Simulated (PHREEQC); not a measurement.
A column of 0.5 m (30 cells, dispersivity 0.04 m, 3600 s a shift, diffusion coefficient 3e-10 m²/s) holds 0.037 eq of the database's cation exchanger X per kg of pore water, first in equilibrium with 0.0014 mol MgSO4 and 1e-05 mol HCl per kg of water. It is flushed with 0.69 mmol/kgw MnCl2, 96 mmol/kgw NH4Cl and 0.01 mmol/kgw HCl, at 25 °C. Values are for the last cell. The system is closed to CO2. No solid was allowed to form.

Computed with PHREEQC (ion-association model, phreeqc.dat).

Predict NH4 in solution (mol/kgw), Mn in solution (mol/kgw), S in solution (mol/kgw) at pore volumes = 1.417, 1.917.


```tsv
pore volumes	NH4 in solution (mol/kgw)	Mn in solution (mol/kgw)	S in solution (mol/kgw)
1.417	0.0591	0.000449	0.000191
1.917	0.0831	0.000620	4.03e-5
```
